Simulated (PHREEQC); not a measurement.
Make-up at 25 °C: 0.63 mol/kgw HNO3, 0.068 mol/kgw FeCl3 and 0.00585 mol/kgw CuCl2. Closed to the air; pH follows from the charge balance.

Model: ion-association model, phreeqc.dat, run in PHREEQC.

Precipitation was switched off in this run.

Order these Cu species by the share of Cu that they hold, largest first: CuCl2, Cu+2, CuCl+.

Cu+2 (91 %), CuCl+ (8.8 %), CuCl2 (0.24 %)

Order these Fe species by the share of Fe that they hold, largest first: FeCl2+, FeOH+2, FeCl+2, Fe+3.

FeCl+2 (52 %), Fe+3 (41 %), FeCl2+ (6.6 %), FeOH+2 (0.22 %)

The pH is 0.33 and the ionic strength 0.925 mol/kgw. Examples of supersaturated solids here: Hematite (slow to form). Others may be too. The ionic strength is past about 0.7 mol/kgw, beyond the range of this activity model, so the values are rough. Complexes and solids missing from the database can't appear.
